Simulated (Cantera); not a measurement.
Charge: 1 mol AlCl3, 4.7 mol HCl, 2.3 mol N2, equilibrated at 1700 K and 0.330 Torr.

Cantera equilibrium calculation (NASA polynomials, part measured and part estimated; ideal gas, pure solids and liquids). The tables' values for AlCl2 are old estimates; treat these amounts as uncertain. Kinetics and transport are ignored.

| species | before | after |
|---|---|---|
| HCl | 0.556 | 0.560 |
| N2 | 0.279 | 0.281 |
| AlCl3 | 0.106 | 0.110 |
| Cl | 0.0357 | 0.0290 |
| AlCl2 | 0.0112 | 0.00887 |
| AlCl | 0.00475 | 0.00311 |
| H | 0.000597 | 0.000446 |
| Cl2 | 1.52e-5 | 1.34e-5 |
| H2 | 0.00723 | 0.00674 |
Gas species are given as mole fractions.

Task: Name the change that produced these shifts.
(A) temperature from 1700 K to 1673.15 K
(B) 0.7 mol NH3 added
(C) temperature from 1700 K to 1225 K
(D) temperature from 1700 K to 800 K

Result: A, temperature from 1700 K to 1673.15 K
